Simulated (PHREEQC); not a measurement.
Consider water at 39 °C with 0.13 mol/kgw HF, 0.025 mol/kgw NH4F and 0.081 mol/kgw (NH4)2SiF6. Closed to the air; pH follows from the charge balance.

Computed with PHREEQC (ion-association model, phreeqc.dat).

| quantity | before | after |
|---|---|---|
| pH | 2.35 | 3.11 |
| F- (mol/kgw) | 0.0209 | 0.0238 |
| HF2- (mol/kgw) | 0.00983 | 0.00223 |
| NH3 (mol/kgw) | 3.72e-8 | 2.14e-7 |

Which change was made?
A) temperature from 39 to 90 °C
B) 0.0034 mol/kgw TMAH added
C) temperature from 39 to 75 °C
D) (NH4)2SiF6 replaced by HBF4 at the same molality
E) HF from 0.13 to 0.026 mol/kgw

E, HF from 0.13 to 0.026 mol/kgw

Precipitation was switched off in this run. At this temperature some constants are extrapolated from 25 °C, and those without enthalpy data are left unchanged. SiF6-2 is the database's only silicon fluoride.
